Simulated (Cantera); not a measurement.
# Reactions in the system Cr-N-O

Standard-state values (1 bar) from the NASA 1993 polynomials, evaluated with Cantera. Values are per mole of reaction as written; species without (g) are pure solids or liquids, kept so even where they would boil at 1 bar.

4 Cr + 6 NO2(g) = 3 N2(g) + 4 CrO3(g)

```tsv
T (K)	ΔH° (kJ)	ΔS° (J/K)	ΔG° (kJ)	log10 K	condensed phases
1523	-1413.1	70.9	-1521.1	52.17	Cr(s)
1673	-1425.5	63.2	-1531.2	47.81	Cr(s)
1823	-1440.0	54.9	-1540.0	44.13	Cr(s)
1973	-1456.8	46.0	-1547.6	40.97	Cr(s)
2123	-1475.8	36.8	-1553.8	38.23	Cr(s)
2273	-1569.1	-6.9	-1553.4	35.70	Cr(l)
```
